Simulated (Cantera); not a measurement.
Charge: 1 mol HMDSO, 0.31 mol CO2, 49 mol N2, at 1575 °C and 10.0 mbar.

These are equilibrium values from Cantera (NASA tables, ideal gas, pure condensed phases), not measurements of a reactor. Candidate condensed phases: C, C6H6, C7H8, C8H18, H2O, Si, SiC, SiO2, Si2N2O, Si3N4; 151 gas species. The feed counts by its element totals alone. Kinetics and transport are ignored.

Base state: N2 0.820, H2 0.148, CO 0.0270, HCN 0.00269, H 0.00204, SiO 0.000171, HNC 0.000113, C2H2 (acetylene) 3.82e-5 (mole fractions); condensed: C(graphite) + SiC(s).

What changes in the equilibrium state with this change: HMDSO replaced by SiH4?


```json
[
 {"species": "N2", "before": "0.820", "after": "0.948"},
 {"species": "H2", "before": "0.148", "after": "0.0381"},
 {"species": "SiO", "before": "0.000171", "after": "0.0105"},
 {"species": "CO", "before": "0.0270", "after": "0.00147"},
 {"species": "C2H2 (acetylene)", "before": "3.82e-5", "after": "8.76e-9"},
 {"species": "Si2N", "before": "2.98e-8", "after": "3.60e-5"},
 {"species": "HCN", "before": "0.00269", "after": "4.38e-5"},
 {"species": "HNC", "before": "0.000113", "after": "1.85e-6"},
 {"species": "C(graphite), mol", "before": "2.54", "after": "0"},
 {"species": "SiC(s), mol", "before": "1.99", "after": "0.231"},
 {"species": "Si(l), mol", "before": "0", "after": "0.186"}
]
```
Mutual solubility and eutectic melting of coexisting phases are not modelled. The tables' values for SiN are old estimates; treat these amounts as uncertain.

What changes in the equilibrium state with this change: temperature from 1575 °C to 377 °C?


```csv
species,before,after
N2,0.820,0.847
H2,0.148,0.147
CH4,1.45e-7,0.00562
CO,0.0270,6.88e-8
SiO,0.000171,<1e-9
HCN,0.00269,<1e-9
H,0.00204,<1e-9
HNC,0.000113,<1e-9
"C(graphite), mol",2.54,5.99
"SiC(s), mol",1.99,0
"SiO2(α-quartz), mol",0,0.413
"Si2N2O(s), mol",0,0.793
```
N2 is the only nitrogen source here; it is nearly inert below about 1500 K, so the nitride shown seldom forms there in practice.
